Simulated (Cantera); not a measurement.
Feed: 1 mol borazine, 0.17 mol H2O, at 1848 K and 7.10 mbar.

These are equilibrium values from Cantera (NASA tables, ideal gas, pure condensed phases), not measurements of a reactor. Candidate condensed phases: B, BN, B2O3, B3O3H3, H2O; 39 gas species. The feed counts by its element totals alone. The tables' values for BH2 are old estimates; treat these amounts as uncertain. Equilibrium is a limit: real reactors are often held back by kinetics, nucleation or transport.

Base state: H2 0.924, HBO 0.0356, N2 0.0251, H 0.00605, B2O2 0.00479, BO 0.00395, HBO2 0.000295, B2O3 0.000292 (mole fractions); condensed: BN(s).

Question: What changes in the equilibrium state with this change: H2O from 0.17 to 0.42 mol?

Answer: 
| species | before | after |
|---|---|---|
| H2 | 0.924 | 0.854 |
| HBO | 0.0356 | 0.0613 |
| N2 | 0.0251 | 0.0527 |
| B2O2 | 0.00479 | 0.0154 |
| B2O3 | 0.000292 | 0.00243 |
| HBO2 | 0.000295 | 0.00132 |
| H2O | 2.40e-5 | 5.75e-5 |
| BO | 0.00395 | 0.00706 |
| BH2 | 3.99e-5 | 2.55e-5 |
| BN(s), mol | 2.83 | 2.59 |
